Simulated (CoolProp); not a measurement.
CF4 (R14) at 246.22 K and 13.5 MPa flows at 3.5 m/s in a round tube of 4.6 mm bore and 45 µm roughness, fully developed (64/Re and Nu = 3.66 if laminar; Colebrook and Gnielinski if turbulent). Each further row changes one setting.

Computed with CoolProp (reference Helmholtz-energy equation of state, Platzer 1990). This equation is an older, rougher fit; its heat capacities, sound speeds and derivatives of the liquid may be far off and weren't checked against measurements.

| case | Reynolds number | Darcy friction factor | pressure drop (Pa/m) | heat-transfer coefficient (W/(m² K)) | mass flow (kg/h) |
|---|---|---|---|---|---|
| as stated | 235000 | 0.0379 | 54100 | 14100 | 225 |
| velocity 7 m/s | 471000 | 0.0378 | 216000 | 28100 | 449 |
| diameter 9.2 mm | 471000 | 0.0304 | 21700 | 11700 | 899 |

Viscosity comes from a separate model (Huber 2003), an estimate that may be off by 10 % or more. Thermal conductivity comes from a separate model (Huber 2003), an estimate that may be off by 10 % or more.
